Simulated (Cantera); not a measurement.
Feed: 1 mol B2O3, 0.2 mol NH3, 3.2 mol H2, held at 1275 K and 0.000370 bar.

Equilibrium computed with Cantera from the NASA thermochemical tables; the gas is ideal and each condensed phase is pure. Mutual solubility and eutectic melting of coexisting phases are not modelled. Equilibrium is a limit: real reactors are often held back by kinetics, nucleation or transport.

| species | before | after |
|---|---|---|
| H2 | 0.969 | 0.968 |
| N2 | 0.0276 | 0.0276 |
| HBO2 | 0.00158 | 0.00209 |
| HBO | 0.000893 | 0.00156 |
| B2O2 | 1.26e-5 | 3.85e-5 |
| B2O3 | 0.000248 | 0.000575 |
| H | 3.77e-5 | 5.73e-5 |
| H2O | 0.000181 | 0.000137 |
| BN(s), mol | 0.00123 | 0.000875 |
| B2O3(l), mol | 0.994 | 0.991 |
Gas species are given as mole fractions.

Task: Which change was made?
(A) pressure from 0.000370 bar to 0.140 bar
(B) temperature from 1275 K to 1473.15 K
(C) pressure from 0.000370 bar to 0.000160 bar
(D) temperature from 1275 K to 1823 K

Result: C, pressure from 0.000370 bar to 0.000160 bar
